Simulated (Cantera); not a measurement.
Charge: 1 mol Si2H6, 0.044 mol Cl2, 6.2 mol N2, at 727 °C and 82.5 Torr.

These are equilibrium values from Cantera (NASA tables, ideal gas, pure condensed phases), not measurements of a reactor. Candidate condensed phases: NH4Cl, Si, Si3N4; 28 gas species. The feed counts by its element totals alone. N2 is the only nitrogen source here; it is nearly inert below about 1500 K, so the nitride shown seldom forms there in practice. Rates play no part.

What is the equilibrium state?


```json
{
  "x(N2)": "0.615",
  "x(H2)": "0.374",
  "x(HCl)": "0.0111",
  "x(NH3)": "1.15e-5",
  "n(Si3N4(s))": "0.667 mol",
  "gas_amount": "7.911 mol",
  "log10 activity of Si(s) (absent)": "-6.41"
}
```
